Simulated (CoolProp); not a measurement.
A simple Rankine cycle with R1132(E): condensing at 289.15 K, boiler at 3.72 MPa, turbine inlet 334.8 K, turbine efficiency 0.7, pump efficiency 0.6, no recuperator. Each further row changes one setting.

Values from CoolProp's reference Helmholtz-energy equation of state, Akasaka 2024.

| case | thermal efficiency (%) | net work (kJ/kg) | heat in (kJ/kg) | turbine exit temperature (K) | volume ratio over the turbine |
|---|---|---|---|---|---|
| as stated | 6.7 | 15.2 | 228 | 289.1 | 3.16 |
| turbine inlet 354.8 K | 7.3 | 19.4 | 266 | 303.6 | 2.90 |
| condensing temperature 281.15 K | 7.9 | 19.2 | 242 | 281.2 | 3.98 |
| boiler pressure 2.6 MPa | 5.2 | 13.4 | 259 | 302.9 | 2.00 |
| turbine efficiency 0.6 | 5.5 | 12.4 | 228 | 289.1 | 3.20 |

The expansion ends wet for: as stated; condensing temperature 281.15 K; turbine efficiency 0.6.
